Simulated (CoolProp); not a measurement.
Octamethyltrisiloxane (MDM) along the isobar 7.42 MPa: fugacity coefficient from the reference equation and from simpler models built on Tc = 292.2 °C, pc = 1.438 MPa, ω = 0.528; each cubic takes its own stable root.

Computed with CoolProp (reference Helmholtz-energy equation of state, Thol 2017).

```tsv
T (°C)	phase	reference	Redlich-Kwong	Soave-Redlich-Kwong
23.85	liquid	0.0001480	0.002298	0.0001760
43.75	liquid	0.0004790	0.004818	0.0005440
63.75	liquid	0.001303	0.009048	0.001435
83.65	liquid	0.003050	0.01546	0.003291
103.65	liquid	0.006355	(withheld)	(withheld)
123.65	liquid	0.01198	0.03669	(withheld)
143.55	liquid	0.02070	0.05196	0.02190
163.55	liquid	0.03342	0.07060	0.03540
183.45	liquid	0.05069	0.09234	0.05386
203.45	liquid	0.07317	0.1172	0.07809
223.35	liquid	(withheld)	0.1447	(withheld)
243.35	liquid	0.1340	0.1747	0.1444
263.25	liquid	0.1719	0.2065	0.1861
283.25	liquid	0.2144	0.2400	0.2330
```

Problem. Fill in the missing entries.

Solution. 
- 103.65, Redlich-Kwong: 0.02456
- 103.65, Soave-Redlich-Kwong: 0.006774
- 123.65, Soave-Redlich-Kwong: 0.01269
- 223.35, reference: 0.1009
- 223.35, Soave-Redlich-Kwong: 0.1082
